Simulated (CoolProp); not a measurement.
Saturation properties of isobutane.

Computed with CoolProp (reference Helmholtz-energy equation of state, Bücker 2006).

| T (K) | p (kPa) | vapour density (kg/m³) | surface tension (mN/m) | vapour viscosity (µPa s) |
|---|---|---|---|---|
| 219.8 | 13.86 | (withheld) | 19.1 | 5.57 |
| 230.1 | 24.52 | 0.7560 | 17.9 | 5.82 |
| 240.4 | 40.99 | (withheld) | 16.6 | 6.07 |
| 250.7 | 65.29 | 1.877 | 15.4 | 6.32 |
| 261 | 99.74 | 2.785 | 14.2 | 6.57 |
| 271.3 | 146.9 | 4.001 | 13.0 | 6.82 |
| 281.6 | 209.6 | 5.591 | 11.9 | 7.07 |
| 291.9 | 290.9 | 7.631 | 10.7 | (withheld) |
| 302.2 | 394.0 | 10.21 | 9.55 | 7.61 |
| 312.5 | 522.2 | 13.44 | 8.42 | 7.89 |
| 322.8 | 679.0 | 17.44 | 7.31 | 8.21 |
| 333.1 | 868.2 | (withheld) | 6.23 | 8.55 |

Some entries are withheld; supply them.


- 219.8, vapour density (kg/m³): 0.4451
- 240.4, vapour density (kg/m³): 1.218
- 291.9, vapour viscosity (µPa s): 7.33
- 333.1, vapour density (kg/m³): 22.40

It boils at 261.4 K under 1 atm.

Viscosity comes from a separate model (Vogel 2000). Surface tension comes from a separate correlation (Mulero 2012).
